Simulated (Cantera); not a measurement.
## Premixed flame

A freely propagating, adiabatic, planar premixed flame of H2 : O2 : N2 = 1 : 0.357 : 1.5 (molar parts), equivalence ratio 1.4, unburnt at 675 K and 100.0 Torr; mixture-averaged transport, grid criteria slope 0.08 and curve 0.16, no radiation.

Model: the H2/O2 subset of GRI-Mech 3.0, which has no nitrogen chemistry, integrated in Cantera. Burning velocities carry a grid error of a few per cent, more on coarse grids.

| z (mm) | T (K) | u (m/s) | x H2 | x O2 | x H | x O | x HO2 | x H2O |
|---|---|---|---|---|---|---|---|---|
| -21.2 | 675 | 7.95 | 0.350 | 0.125 | <1e-8 | <1e-8 | <1e-8 | <1e-8 |
| -14.1 | 675 | 7.95 | 0.350 | 0.125 | <1e-8 | <1e-8 | <1e-8 | <1e-8 |
| -10.6 | 675 | 7.95 | 0.350 | 0.125 | <1e-8 | <1e-8 | <1e-8 | <1e-8 |
| -7.06 | 675 | 7.95 | 0.350 | 0.125 | 5.10e-7 | <1e-8 | 4.53e-7 | 6.03e-8 |
| -3.53 | 681 | 8.01 | 0.349 | 0.125 | 0.000538 | 1.16e-5 | 3.26e-5 | 0.000464 |
| -1.77 | 774 | 9.04 | 0.328 | 0.121 | 0.0109 | 0.000350 | 2.50e-5 | 0.0101 |
| 0 | 1125 | 12.8 | 0.180 | 0.0693 | 0.0857 | 0.00698 | 1.09e-5 | 0.115 |
| 1.77 | 1377 | 15.5 | 0.0845 | 0.0165 | 0.121 | 0.00983 | 2.45e-6 | 0.213 |
| 3.53 | 1479 | 16.5 | 0.0831 | 0.0122 | 0.113 | 0.00959 | 1.62e-6 | 0.222 |
| 7.06 | 1606 | 17.8 | 0.0888 | 0.0105 | 0.0976 | 0.00902 | 1.20e-6 | 0.226 |
| 14.1 | 1750 | 19.2 | 0.0946 | 0.00863 | 0.0810 | 0.00786 | 8.61e-7 | 0.232 |
| 28.3 | 1903 | 20.6 | 0.0993 | 0.00658 | 0.0642 | 0.00622 | 5.96e-7 | 0.240 |
| 56.5 | 2054 | 22.0 | 0.103 | 0.00457 | 0.0485 | 0.00439 | 4.11e-7 | 0.249 |
x: mole fraction of selected species; z is measured from the peak of heat release.

| Item | Value |
|---|---|
| laminar burning velocity | 795 cm/s |
| thermal thickness | 7.06 mm |
| peak x(H) | 0.121 |
| peak x(O) | 0.00992 |
| peak x(HO2) | 3.27e-5 |
| grid points | 139 |
